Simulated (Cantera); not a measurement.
What does this Cantera script print?

```python
import numpy as np
import cantera as ct

gas_names = """
    F F2 FS2F,fluorodisu S SF SF2 SF3 SF4 SF5 SF6 S2 S2F2,thiothiony S8 Si SiF SiF2 SiF3 SiF4 SiS Si2
    Si3
""".split()
cond_names = """
    S(cr1) S(cr2) S(L) Si(cr) Si(L)
""".split()


# ... load() reads the species with a 1 bar reference pressure and builds the phases ...
atoms = {
    'Si': {'Si': 1},
    'SF6': {'S': 1, 'F': 6},
}
top_T = {}  # K; cautious upper limits of use, not melting points


# ... equilibrate(T, P, feed) seeds the gas with the atoms and calls Mixture.equilibrate('TP', solver="vcs", rtol=1e-11, max_steps=5000) ...
results = []
feed = {'Si': 1, 'SF6': 3.4}  # mol
T = 1373.15  # K
P = 46000  # Pa
mix = equilibrate(T, P, feed)
results.append((T, P, feed, dict(zip(mix.species_names, mix.species_moles))))
x = sorted(zip(gas.X, gas.species_names), reverse=True)
print(f"T = {T:g} K  P = {P:g} Pa  gas = {mix.phase_moles(0):.4g} mol")
print("   x: " + "  ".join(f"{s} {v:.3e}" for v, s in x if v > 0.001))
print("   condensed (mol): " + ("  ".join(f"{mix.phase(i).name} {mix.phase_moles(i):.4g}"
      for i in range(1, mix.n_phases) if mix.phase_moles(i) > 1e-12) or "none"))
```

Output:

```
T = 1373.15 K  P = 46000 Pa  gas = 4.408 mol
   x: SF4 4.485e-01  SF6 3.183e-01  SiF4 2.269e-01  SF3 3.298e-03  F 1.742e-03
   condensed (mol): none
```

Cantera equilibrium calculation (NASA polynomials, part measured and part estimated; ideal gas, pure solids and liquids). The tables' values for SF3, SF5 are old estimates; treat these amounts as uncertain.
